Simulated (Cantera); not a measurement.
Feed: 1 mol Ti(OiPr)4, 0.82 mol O2, 1.6 mol H2, at 1.00 bar.

Method: chemical equilibrium by Gibbs-energy minimisation in Cantera with the NASA 1993 tables (ideal gas, pure condensed phases). Candidate condensed phases: C, C6H6, C7H8, C8H18, H2O, Ti, TiC, TiO, TiO2, Ti2O3, Ti3O5, Ti4O7; 113 gas species. The feed counts by its element totals alone. Condensed phases not in the tables: Magnéli phases beyond Ti4O7. Rates play no part.

Task: At 1325 K, list the 5 most abundant gas species with their mole fractions, and the condensed phases.

Result: H2 0.795, CO 0.199, CH4 0.00425, H2O 0.00114, CO2 0.000153. Condensed: C(graphite) + Ti4O7(s).
